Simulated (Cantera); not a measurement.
Cantera run:

```python
import numpy as np
import cantera as ct

gas_names = """
    NF3 N
""".split()
cond_names = """
    Cu(cr) Cu(L) CuF2(s) CuF2(L)
""".split()


# ... load() reads the species with a 1 bar reference pressure and builds the phases ...
species = {s.name: s for s in load("nasa_gas.yaml", gas_names) + load("nasa_condensed.yaml", cond_names)}
# Each term lists the table entries of one substance; the one whose range holds T is used.
reactions = {
    '2 NF3(g) + 3 Cu = 3 CuF2 + 2 N(g)':
        [(-2, ['NF3']), (-3, ['Cu(cr)', 'Cu(L)']), (3, ['CuF2(s)', 'CuF2(L)']), (2, ['N'])],
}


def pick(names, T):
    return next(species[n] for n in names if species[n].thermo.min_temp <= T <= species[n].thermo.max_temp)


results = []
for label, terms in reactions.items():
    print(label)
    print("     T/K   dH/kJ  dS/(J/K)   dG/kJ   log10 K")
    for T in [673, 823, 973, 1123, 1273, 1423]:
        used = [(nu, pick(names, T)) for nu, names in terms]
        dH = sum(nu * s.thermo.h(T) for nu, s in used) / 1e6
        dS = sum(nu * s.thermo.s(T) for nu, s in used) / 1e3
        dG = dH - T * dS / 1e3
        logK = -dG * 1e6 / (ct.gas_constant * T * np.log(10))
        results.append((label, T, dH, dS, dG, logK, [s.name for _, s in used]))
        print(f"{T:8g} {dH:8.1f} {dS:8.1f} {dG:8.1f} {logK:8.2f}")
```

It prints:

```
2 NF3(g) + 3 Cu = 3 CuF2 + 2 N(g)
     T/K   dH/kJ  dS/(J/K)   dG/kJ   log10 K
     673   -385.3    -33.4   -362.9    28.16
     823   -375.5    -20.2   -358.9    22.78
     973   -365.7     -9.2   -356.7    19.15
    1123   -189.7    150.0   -358.1    16.66
    1273   -176.6    160.9   -381.5    15.65
    1423   -204.1    140.8   -404.4    14.85
```

Cantera with NASA thermochemical tables; ideal gases at 1 bar, condensed phases pure. Condensed species are held in their standard states even where they would react or evaporate.
